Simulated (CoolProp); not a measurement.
Vapour-liquid equilibrium of propane (1) + R113 (2) at 4.63 bar; x and y are mole fractions of (1).

Model: multi-fluid Helmholtz-energy mixture model, Lemmon 2009 and Marx 1992; pair parameters Bell 2016, in CoolProp.

| x | bubble temperature (K) | y at the bubble point | dew temperature at overall composition x (K) | liquid density (mol/L) |
|---|---|---|---|---|
| 0.05 | 360.6 | 0.311 | 373.5 | 7.584 |
| 0.2 | 326.1 | … | 366.4 | 8.420 |
| 0.35 | 306.1 | 0.896 | 358.4 | 9.110 |
| 0.5 | 294.0 | 0.946 | 349.0 | 9.743 |
| 0.65 | 285.8 | … | … | 10.37 |
| 0.8 | 279.6 | 0.985 | 321.6 | 11.04 |
| 0.95 | 274.1 | 0.997 | 292.9 | 11.75 |

Q: What belongs in the gaps?

A: 
- 0.2, y at the bubble point: 0.763
- 0.65, y at the bubble point: 0.970
- 0.65, dew temperature at overall composition x (K): 337.5

No azeotrope shows between x = 0.05 and 0.95.

Pair parameters are fitted to limited data, so mixtures are less certain than the pure fluids. The gap from Raoult's law changes sign with composition, which may be real or a fault of the pair parameters; it wasn't checked against measurements.
